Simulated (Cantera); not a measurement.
# Sublimation and decomposition of ceramics: Al2O3 + N2

Feed: 1 mol Al2O3, 1.2 mol N2, at 17000 Pa.

These are equilibrium values from Cantera (NASA tables, ideal gas, pure condensed phases), not measurements of a reactor. Candidate condensed phases: Al, AlN, Al2O3; 16 gas species. The numbers say what is thermodynamically allowed, not how fast it happens.

```json
[
 {"T (K)": "1898", "log p N2": "-0.77", "log p NO": "-8.20", "log p Al": "-8.38", "log p O": "-9.50", "log p AlO": "-9.78", "log p Al2O": "-9.97", "n Al2O3(s)": "1.00", "n Al2O3(l)": "0"},
 {"T (K)": "1948", "log p N2": "-0.77", "log p NO": "-7.84", "log p Al": "-8.01", "log p O": "-9.02", "log p AlO": "-9.30", "log p Al2O": "-9.51", "n Al2O3(s)": "1.00", "n Al2O3(l)": "0"},
 {"T (K)": "1998", "log p N2": "-0.77", "log p NO": "-7.50", "log p Al": "-7.67", "log p O": "-8.57", "log p AlO": "-8.85", "log p Al2O": "-9.08", "n Al2O3(s)": "1.00", "n Al2O3(l)": "0"},
 {"T (K)": "2048", "log p N2": "-0.77", "log p NO": "-7.17", "log p Al": "-7.34", "log p O": "-8.14", "log p AlO": "-8.42", "log p Al2O": "-8.67", "n Al2O3(s)": "1.00", "n Al2O3(l)": "0"},
 {"T (K)": "2098", "log p N2": "-0.77", "log p NO": "-6.86", "log p Al": "-7.03", "log p O": "-7.73", "log p AlO": "-8.02", "log p Al2O": "-8.28", "n Al2O3(s)": "1.00", "n Al2O3(l)": "0"},
 {"T (K)": "2148", "log p N2": "-0.77", "log p NO": "-6.57", "log p Al": "-6.73", "log p O": "-7.34", "log p AlO": "-7.63", "log p Al2O": "-7.90", "n Al2O3(s)": "1.000", "n Al2O3(l)": "0"},
 {"T (K)": "2198", "log p N2": "-0.77", "log p NO": "-6.29", "log p Al": "-6.44", "log p O": "-6.97", "log p AlO": "-7.26", "log p Al2O": "-7.55", "n Al2O3(s)": "1.000", "n Al2O3(l)": "0"},
 {"T (K)": "2248", "log p N2": "-0.77", "log p NO": "-6.02", "log p Al": "-6.17", "log p O": "-6.61", "log p AlO": "-6.90", "log p Al2O": "-7.21", "n Al2O3(s)": "1.000", "n Al2O3(l)": "0"},
 {"T (K)": "2298", "log p N2": "-0.77", "log p NO": "-5.77", "log p Al": "-5.91", "log p O": "-6.28", "log p AlO": "-6.56", "log p Al2O": "-6.88", "n Al2O3(s)": "1.000", "n Al2O3(l)": "0"},
 {"T (K)": "2348", "log p N2": "-0.77", "log p NO": "-5.53", "log p Al": "-5.66", "log p O": "-5.96", "log p AlO": "-6.25", "log p Al2O": "-6.58", "n Al2O3(s)": "0", "n Al2O3(l)": "1.000"},
 {"T (K)": "2398", "log p N2": "-0.77", "log p NO": "-5.31", "log p Al": "-5.42", "log p O": "-5.66", "log p AlO": "-5.96", "log p Al2O": "-6.30", "n Al2O3(s)": "0", "n Al2O3(l)": "1.000"}
]
```
log p: log10 of the partial pressure in bar; n: condensed amount in mol.

From 1898 K to 2298 K the condensed part is Al2O3(s). From 2348 K to 2398 K the condensed part is Al2O3(l). The main Al-bearing gas is Al throughout.
